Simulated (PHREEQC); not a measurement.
A solution holds 4 mmol/kgw NaOH and 0.75 mmol/kgw H3BO3, at 15 °C. Closed to the air; pH follows from the charge balance.

Model: ion-association model, wateq4f.dat, run in PHREEQC.

Each row changes one thing in this solution. No solid was allowed to form.

```tsv
case	pH	ionic strength (mol/kgw)
as made	11.83	0.00400
H3BO3 left out	11.92	0.00400
H3BO3 from 0.00075 to 0.000825 mol/kgw	?	0.00400
diluted 100-fold with water	?	?
H3BO3 from 0.00075 to 0.000375 mol/kgw	11.88	0.00400
NaOH left out	6.22	6.02e-7
```

Question: What belongs in the gaps?

Answer: 
- H3BO3 from 0.00075 to 0.000825 mol/kgw, pH: 11.82
- diluted 100-fold with water, pH: 9.88
- diluted 100-fold with water, ionic strength (mol/kgw): 4.00e-5
